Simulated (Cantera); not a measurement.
Input (Python, Cantera):

```python
import numpy as np
import cantera as ct

gas = ct.Solution("h2o2.yaml")
gas.TPX = 373, 420000, {'H2': 1, 'O2': 0.455, 'N2': 1.71, 'H2O': 0.014}
flame = ct.FreeFlame(gas, width=0.015)
flame.set_refine_criteria(ratio=3, slope=0.08, curve=0.16)
flame.transport_model = "mixture-averaged"
flame.solve(loglevel=0, auto=True)
z, T = flame.grid, flame.T
thick = (T[-1] - T[0]) / np.gradient(T, z).max()
show = ['H2', 'O2', 'H2O2', 'O', 'OH', 'HO2']
print(f"laminar burning velocity  {flame.velocity[0] * 100:.3f} cm/s")
print(f"burnt temperature         {T[-1]:.1f} K")
print(f"thermal thickness         {thick * 1e3:.4f} mm")
print(f"grid points               {len(z)}")
z0 = z[flame.heat_release_rate.argmax()]
print(f"{'z/mm':>9s}{'T/K':>9s}{'u/(m/s)':>9s}" + "".join(f"{s:>11s}" for s in show))
rows = []
for k in (-3, -2, -1.5, -1, -0.5, -0.25, 0, 0.25, 0.5, 1, 2, 4, 8):
    zz = z0 + k * thick
    rows.append([k * thick, np.interp(zz, z, T), np.interp(zz, z, flame.velocity),
                 *(np.interp(zz, z, flame.X[gas.species_index(s)]) for s in show)])
    print(f"{rows[-1][0] * 1e3:9.3f}{rows[-1][1]:9.1f}{rows[-1][2]:9.3f}" + "".join(f"{x:11.3e}" for x in rows[-1][3:]))
```

It prints:

```
laminar burning velocity  331.355 cm/s
burnt temperature         2476.2 K
thermal thickness         0.0614 mm
grid points               112
     z/mm      T/K  u/(m/s)         H2         O2       H2O2          O         OH        HO2
   -0.184    373.0    3.314  3.146e-01  1.431e-01  4.594e-12  7.594e-12  3.469e-14  3.878e-11
   -0.123    373.0    3.313  3.145e-01  1.431e-01  2.462e-10  2.210e-10  1.269e-12  1.997e-09
   -0.092    373.1    3.313  3.142e-01  1.432e-01  4.361e-09  2.510e-09  3.193e-11  3.486e-08
   -0.061    374.1    3.315  3.126e-01  1.435e-01  1.118e-07  3.498e-08  3.846e-09  8.763e-07
   -0.031    417.2    3.613  2.943e-01  1.467e-01  2.054e-05  2.604e-06  9.035e-06  1.716e-04
   -0.015    724.0    6.009  2.465e-01  1.413e-01  1.424e-04  1.601e-04  9.387e-04  1.012e-03
    0.000   1227.1    9.872  1.717e-01  1.087e-01  5.483e-05  2.004e-03  2.531e-03  4.110e-04
    0.015   1582.6   12.586  1.036e-01  6.196e-02  6.633e-06  5.136e-03  6.537e-03  1.862e-04
    0.031   1782.1   14.100  6.820e-02  3.287e-02  3.420e-06  6.284e-03  1.066e-02  8.681e-05
    0.061   1972.6   15.491  5.137e-02  1.651e-02  1.894e-06  5.693e-03  1.403e-02  3.634e-05
    0.123   2137.2   16.628  4.637e-02  1.095e-02  1.114e-06  3.796e-03  1.399e-02  1.912e-05
    0.245   2269.8   17.507  4.144e-02  7.200e-03  7.281e-07  2.131e-03  1.206e-02  9.848e-06
    0.491   2363.4   18.106  3.653e-02  4.371e-03  4.876e-07  1.101e-03  9.494e-03  4.774e-06
```

Computed with Cantera and the H2/O2 subset of GRI-Mech 3.0, which has no nitrogen chemistry. The hydrogen kinetics of GRI-Mech 3.0 are dated; newer H2 mechanisms differ, most at raised pressure. Burning velocities carry a grid error of a few per cent, more on coarse grids.
